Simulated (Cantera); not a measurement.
What does this Cantera script print?

```python
import numpy as np
import cantera as ct

surf = ct.Interface("ptcombust.yaml", "Pt_surf")
gas = surf.adjacent["gas"]
gas.TPX = 775, 100000, {'CO': 0.0058, 'O2': 0.066, 'N2': 0.79}
surf.TP = 775, 100000
reactor = ct.FlowReactor(gas, clone=False)
reactor.area = 0.0001  # m2
reactor.surface_area_to_volume_ratio = 210  # 1/m
reactor.mass_flow_rate = 0.55 * reactor.area * gas.density  # inlet velocity 0.55 m/s
reactor.energy_enabled = False
wall = ct.ReactorSurface(surf, reactor, clone=False)
net = ct.ReactorNet([reactor])
net.rtol, net.atol = 1e-8, 1e-16
show, cover = ['CO', 'O2', 'H2O', 'CO2'], ['PT(S)', 'H(S)', 'O(S)', 'OH(S)', 'CO(S)', 'C(S)']

rows = []
print(f"{'z/m':>9s}{'u/(m/s)':>9s}" + "".join(f"{s:>13s}" for s in show + cover))
for z in [3.8e-05, 7.3e-05, 0.00014, 0.00027, 0.00053, 0.001, 0.002, 0.0038]:
    net.advance(z)
    rows.append([reactor.speed, *gas[show].X, *surf[cover].coverages])
    print(f"{z:9.4g}{rows[-1][0]:9.3g}" + "".join(f"{x:13.4e}" for x in rows[-1][1:]))
```

It prints:

```
      z/m  u/(m/s)           CO           O2          H2O          CO2        PT(S)         H(S)         O(S)        OH(S)        CO(S)         C(S)
  3.8e-05     0.55   5.5494e-03   7.6037e-02   3.4233e-29   1.1847e-03   2.7611e-01   6.1587e-22   1.1527e-01   4.3074e-18   6.0862e-01   2.6721e-12
  7.3e-05    0.549   4.1724e-03   7.5399e-02   3.0815e-29   2.5664e-03   1.2353e-01   4.5974e-24   8.6056e-01   1.0668e-18   1.5914e-02   4.1870e-15
  0.00014    0.549   3.8951e-03   7.5271e-02   2.6628e-29   2.8446e-03   7.8298e-02   8.6429e-24   9.1608e-01   1.5693e-18   5.6228e-03   8.8085e-16
  0.00027    0.549   3.6102e-03   7.5139e-02   3.1564e-29   3.1304e-03   6.3636e-02   5.7367e-24   9.3298e-01   1.3644e-18   3.3829e-03   4.2291e-16
  0.00053    0.549   3.2486e-03   7.4971e-02   2.2301e-28   3.4933e-03   5.3871e-02  -1.6038e-21   9.4397e-01   4.8616e-17   2.1571e-03   2.2563e-16
    0.001    0.549   2.8199e-03   7.4772e-02   1.2942e-29   3.9234e-03   4.6942e-02  -1.8251e-22   9.5165e-01   1.5674e-17   1.4108e-03   1.2755e-16
    0.002    0.549   2.2424e-03   7.4505e-02  -7.9905e-29   4.5028e-03   4.1013e-02   1.2413e-24   9.5814e-01   6.2908e-19   8.5084e-04   6.6755e-17
   0.0038    0.549   1.6219e-03   7.4217e-02   1.1156e-28   5.1255e-03   3.6747e-02  -1.6714e-24   9.6276e-01  -6.5418e-19   4.9172e-04   3.4399e-17
```

Cantera simulation using Deutschmann's 1995 Pt surface mechanism with GRI-Mech 3.0 gas chemistry; the numbers are that mechanism's predictions, not measurements. Catalytic surfaces can have several steady states; this one follows from the mechanism file's or the stated starting coverage. Mass transfer to the wall is taken as infinitely fast.
